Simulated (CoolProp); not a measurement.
Vapour pressure (bar) of sulfur hexafluoride: the reference equation beside estimates from Tc = 318.7 K, pc = 37.55 bar, ω = 0.210. Clausius-Clapeyron is anchored at 255.8 K with a constant enthalpy of vaporisation of 13.88 kJ/mol.

The numbers come from the reference Helmholtz-energy equation of state, Guder 2009 in CoolProp.

| T (K) | reference | Lee-Kesler | Clausius-Clapeyron | van der Waals | Redlich-Kwong | Soave-Redlich-Kwong |
|---|---|---|---|---|---|---|
| 251.9 | (withheld) | 6.727 | 6.781 | 13.61 | 8.465 | 6.756 |
| 255.8 | 7.502 | 7.615 | 7.502 | 14.61 | 9.448 | 7.657 |
| 259.7 | 8.469 | 8.586 | 8.275 | 15.66 | (withheld) | 8.644 |
| 263.5 | 9.496 | 9.617 | 9.078 | 16.73 | 11.61 | 9.692 |
| 267.4 | 10.64 | 10.77 | 9.957 | 17.87 | 12.83 | 10.86 |
| 271.3 | 11.89 | 12.01 | 10.89 | 19.06 | 14.13 | 12.13 |
| 275.1 | 13.20 | 13.33 | 11.86 | 20.27 | 15.48 | (withheld) |
| 279 | 14.66 | 14.78 | 12.91 | 21.56 | 16.95 | 14.96 |
| 282.9 | 16.24 | 16.35 | 14.02 | 22.89 | 18.52 | (withheld) |
| 286.7 | 17.89 | 18.00 | 15.16 | 24.24 | 20.13 | 18.23 |

### Question
What belongs in the gaps?

### Answer

- 251.9, reference: 6.620
- 259.7, Redlich-Kwong: 10.51
- 275.1, Soave-Redlich-Kwong: 13.47
- 282.9, Soave-Redlich-Kwong: 16.56

Absolute difference from the reference over all 10 rows, mean and median: Lee-Kesler 1.1 and 1.1 %, Clausius-Clapeyron 7.5 and 7.4 %, van der Waals 66.7 and 64.1 %, Redlich-Kwong 19.9 and 19.7 %, Soave-Redlich-Kwong 2.0 and 2.1 %.
